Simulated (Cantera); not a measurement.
A jet of CH4 : O2 : N2 = 0.042 : 0.051 : 0.79 (molar parts), equivalence ratio 1.6 at 300 K and 0.118 atm hits a platinum plate 8.7 cm away at a mass flux of 0.096 kg/m²/s; the plate temperature is set and raised in steps from an oxygen-covered start.

Detailed kinetics in Cantera: Deutschmann's 1995 Pt surface mechanism with GRI-Mech 3.0 gas chemistry. Catalytic surfaces can have several steady states; this one follows from the mechanism file's or the stated starting coverage.

x: mole fraction at the wall; θ: surface coverage.

| plate T (K) | wall x CH4 | wall x O2 | wall x H2O | wall x OH | wall x CO | wall x CO2 | θ free Pt | θ H* | θ CO* | θ C* |
|---|---|---|---|---|---|---|---|---|---|---|
| 900 | 0.0118 | 0.00390 | 0.0608 | <1e-8 | 0.0374 | … | 0.373 | 0.00130 | 0.211 | 0.414 |
| 950 | 0.00734 | 0.00246 | 0.0588 | <1e-8 | 0.0420 | … | 0.491 | 0.00203 | 0.165 | 0.342 |
| 1000 | 0.00351 | 0.00125 | 0.0569 | <1e-8 | 0.0457 | … | 0.713 | 0.00246 | 0.167 | 0.118 |
| 1050 | 0.00245 | 0.000929 | 0.0555 | <1e-8 | 0.0459 | … | 0.852 | 0.00233 | 0.114 | 0.0323 |
| 1100 | 0.00212 | 0.000834 | 0.0539 | <1e-8 | 0.0446 | … | 0.922 | 0.00209 | 0.0658 | 0.0105 |
| 1150 | 0.00199 | 0.000808 | 0.0517 | <1e-8 | 0.0425 | … | 0.958 | 0.00187 | 0.0364 | 0.00400 |
| 1200 | 0.00196 | 0.000812 | 0.0492 | 1.61e-8 | 0.0397 | … | 0.977 | 0.00168 | 0.0201 | 0.00172 |

Question: Complete the blanks.

Answer: 
- 900, wall x CO2: 7.77e-5
- 950, wall x CO2: 0.000111
- 1000, wall x CO2: 0.000465
- 1050, wall x CO2: 0.00151
- 1100, wall x CO2: 0.00338
- 1150, wall x CO2: 0.00604
- 1200, wall x CO2: 0.00928
